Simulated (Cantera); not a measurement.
Feed: 1 mol BN, a varied amount of H2O, 0.91 mol H2, held at 2300 Pa.

Equilibrium computed with Cantera from the NASA thermochemical tables; the gas is ideal and each condensed phase is pure. Candidate condensed phases: B, BN, B2O3, B3O3H3, H2O; 39 gas species. Mutual solubility and eutectic melting of coexisting phases are not modelled. Gases not in the tables: H3BO3. Kinetics and transport are ignored.

Task: What condenses at these points (T in °C, n(H2O) in mol): (800, 16); (700, 0.97); (1600, 0.97); (700, 8); (1200, 15); (700, 9.4); (900, 8)?

Result: 
```json
[
 {"T (°C)": "800", "n(H2O) in mol": "16", "condensed phases": "B2O3", "B condensed (%)": "87.1"},
 {"T (°C)": "700", "n(H2O) in mol": "0.97", "condensed phases": "BN + B2O3", "B condensed (%)": "100.0"},
 {"T (°C)": "1600", "n(H2O) in mol": "0.97", "condensed phases": "BN", "B condensed (%)": "19.4"},
 {"T (°C)": "700", "n(H2O) in mol": "8", "condensed phases": "B2O3", "B condensed (%)": "92.1"},
 {"T (°C)": "1200", "n(H2O) in mol": "15", "condensed phases": "gas only", "B condensed (%)": "0.0"},
 {"T (°C)": "700", "n(H2O) in mol": "9.4", "condensed phases": "B2O3", "B condensed (%)": "90.2"},
 {"T (°C)": "900", "n(H2O) in mol": "8", "condensed phases": "B2O3", "B condensed (%)": "94.0"}
]
```
